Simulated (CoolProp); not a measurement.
Vapour pressure (MPa) of n-perfluorobutane: the reference equation beside estimates from Tc = 386.3 K, pc = 2.322 MPa, ω = 0.372.

Values from CoolProp's reference Helmholtz-energy equation of state, Gao 2022.

```tsv
T (K)	reference	van der Waals	Redlich-Kwong	Soave-Redlich-Kwong
255.3	0.05109	0.3448	0.1225	0.05109
259.9	0.06301	0.3790	0.1439	0.06298
264.4	0.07668	0.4146	0.1674	0.07666
269	0.09296	0.4531	0.1942	0.09296
273.6	0.1118	0.4939	0.2239	0.1119
278.1	0.1330	0.5361	0.2560	0.1332
282.7	0.1577	0.5816	0.2921	0.1581
287.3	0.1858	0.6295	0.3317	0.1865
291.8	0.2169	0.6788	0.3740	0.2179
296.4	0.2526	0.7316	0.4209	0.2540
300.9	0.2916	0.7857	0.4707	0.2937
305.5	0.3361	0.8437	0.5257	0.3390
310.1	0.3855	0.9042	0.5849	0.3894
```

Absolute difference from the reference over all 13 rows, mean and median: van der Waals 301.1 and 268.8 %, Redlich-Kwong 89.3 and 85.2 %, Soave-Redlich-Kwong 0.4 and 0.3 %.
